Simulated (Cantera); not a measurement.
A Cantera script and what it prints.

```python
import numpy as np
import cantera as ct

gas_names = """
    Cr CrN CrO CrO2 CrO3 H HNO HNO2 HNO3 HO2 H2 H2O H2O2 N NH NH2 NH3 NH2OH NO NO2 NO3 N2 N2H2 N2H4 N2O
    O OH O2 O3
""".split()
cond_names = """
    Cr(cr) Cr(L) CrN(s) Cr2N(s) Cr2O3(s) Cr2O3(L) H2O(s) H2O(L)
""".split()


def load(file, names, dense=False):
    # The tables refer to 1 bar. Condensed volumes are neglected.
    table = {s.name: s for s in ct.Species.list_from_file(file)}
    out = []
    for n in names:
        d = dict(table[n].input_data)
        d["thermo"] = dict(d["thermo"], **{"reference-pressure": 1e5})
        if dense:
            d["equation-of-state"] = {"model": "constant-volume", "density": "1e6 g/cm^3"}
        out.append(ct.Species.from_dict(d))
    return out


gas = ct.Solution(thermo="ideal-gas", species=load("nasa_gas.yaml", gas_names))
cond = {s.name: ct.Solution(thermo="fixed-stoichiometry", species=[s], name=s.name)
        for s in load("nasa_condensed.yaml", cond_names, dense=True)}
atoms = {
    'Cr': {'Cr': 1},
    'O2': {'O': 2},
    'NH3': {'N': 1, 'H': 3},
}
top_T = {'CrN(s)': 1900, 'Cr2N(s)': 1900}  # K; cautious upper limits of use, not melting points


def equilibrate(T, P, feed):
    n = {}
    for name, mol in feed.items():
        for a, k in atoms[name].items():
            n[a] = n.get(a, 0.0) + k * mol
    gas.TPX = T, P, n
    mass = sum(n.values()) * gas.mean_molecular_weight
    gas.equilibrate("TP")
    valid = [c for c in cond.values() if c.min_temp <= T <= top_T.get(c.name, c.max_temp)]
    mix = ct.Mixture([(gas, mass / gas.mean_molecular_weight)] + [(c, 0.0) for c in valid])
    mix.T, mix.P = T, P
    mix.equilibrate("TP", solver="vcs", rtol=1e-11, max_steps=5000)
    return mix


results = []
feed = {'Cr': 1, 'O2': 0.41, 'NH3': 2}  # mol
P = 0.68  # Pa
for T in [875, 1025, 1175, 1325, 1475, 1625, 1775]:
    mix = equilibrate(T, P, feed)
    results.append((T, P, feed, dict(zip(mix.species_names, mix.species_moles))))

top = {s: max(r[3][s] / sum(r[3][g] for g in gas_names) for r in results) for s in gas_names}
cols = sorted((s for s in top if top[s] > 1e-06), key=lambda s: -top[s])[:8]
seen = [c for c in cond_names if any(r[3].get(c, 0) > 1e-12 for r in results)]
print("log10 of partial pressures in bar; condensed amounts in mol")
print(f"{'T/K':>10s}" + "".join(f"{s[:9]:>10s}" for s in cols + seen))
for T, P, feed, n in results:
    ng = sum(n[g] for g in gas_names)
    print(f"{T:10.4g}" + "".join(f"{np.log10(max(n[s] / ng * P / 1e5, 1e-99)):10.3f}" for s in cols)
          + "".join(f"{n.get(c, 0):10.4g}" for c in seen))
```

It prints:

```
log10 of partial pressures in bar; condensed amounts in mol
       T/K        H2        N2        Cr         H       H2O       CrO        OH      CrO2    Cr(cr)   Cr2N(s)  Cr2O3(s)
       875    -5.280    -5.809   -16.305   -12.940   -11.088   -23.554   -21.882   -29.339         0    0.2267    0.2733
      1025    -5.292    -5.770   -12.533   -11.007   -10.215   -18.573   -18.503   -23.612    0.4534         0    0.2733
      1175    -5.292    -5.770    -9.987    -9.558    -9.397   -14.964   -15.819   -19.281    0.4534         0    0.2733
      1325    -5.293    -5.770    -8.028    -8.433    -8.770   -12.185   -13.746   -15.945    0.4485         0     0.273
      1475    -5.317    -5.792    -6.477    -7.546    -8.296    -9.983   -12.107   -13.298    0.2488         0    0.2723
      1625    -5.358    -5.823    -6.147    -6.830    -7.316    -8.506   -10.164   -10.839         0         0    0.2619
      1775    -5.448    -5.853    -6.062    -6.262    -6.437    -7.347    -8.458    -8.744         0         0     0.174
```

These are equilibrium values from Cantera (NASA tables, ideal gas, pure condensed phases), not measurements of a reactor. Mutual solubility and eutectic melting of coexisting phases are not modelled.
